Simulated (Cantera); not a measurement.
A perfectly stirred reactor is fed with CH₄ : CO₂ = 1 : 0.65 (molar parts), at 1.00 atm; it is held at 1975 K, and followed from long to short residence time.

Computed with Cantera and GRI-Mech 3.0 (53 species, 325 reactions).

x: mole fraction; the columns are a selection and need not sum to one.

| τ (s) | x CH₄ | x CO₂ | x H₂O | x CH₂CO | x C₂H₂ |
|---|---|---|---|---|---|
| 25 | 0.00199 | 7.61e-5 | 0.000441 | [?] | 0.0521 |
| 7.0 | 0.00264 | 0.000266 | 0.00153 | [?] | 0.0526 |
| 1.9 | 0.00421 | 0.000918 | 0.00526 | [?] | 0.0542 |
| 0.52 | 0.00732 | 0.00284 | 0.0159 | [?] | 0.0597 |
| 0.14 | 0.0130 | 0.00755 | 0.0402 | [?] | 0.0730 |
| 0.039 | 0.0227 | 0.0169 | 0.0793 | [?] | 0.0952 |
| 0.011 | 0.0396 | 0.0356 | 0.123 | [?] | 0.122 |
| 0.0029 | 0.0763 | 0.0820 | 0.141 | [?] | 0.139 |
| 0.00078 | 0.155 | 0.176 | 0.0949 | [?] | 0.126 |
| 0.00021 | 0.288 | 0.283 | 0.0331 | [?] | 0.0804 |

### Question
Fill in the missing entries.

### Answer

- 25, x CH₂CO: 5.93e-7
- 7.0, x CH₂CO: 1.02e-6
- 1.9, x CH₂CO: 2.38e-6
- 0.52, x CH₂CO: 6.35e-6
- 0.14, x CH₂CO: 1.74e-5
- 0.039, x CH₂CO: 4.27e-5
- 0.011, x CH₂CO: 8.55e-5
- 0.0029, x CH₂CO: 0.000119
- 0.00078, x CH₂CO: 8.66e-5
- 0.00021, x CH₂CO: 3.20e-5
